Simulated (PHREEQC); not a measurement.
Dissolve 0.13 mol HF, 0.13 mol NH4HF2 and 0.087 mol H2SO4 per kg of water at 20 °C. Closed to the air; pH follows from the charge balance.

Model: ion-association model, phreeqc.dat, run in PHREEQC.

**Question.** The ionic strength comes out as 0.187 mol/kgw. What activity coefficients do H+, NH4+, HSO4-, NH4SO4-, SO4-2 get?

**Answer.** H+ 0.80, NH4+ 0.69, HSO4- 0.75, NH4SO4- 0.75, SO4-2 0.30.

No solid was allowed to form. Species that the database lacks are ignored.
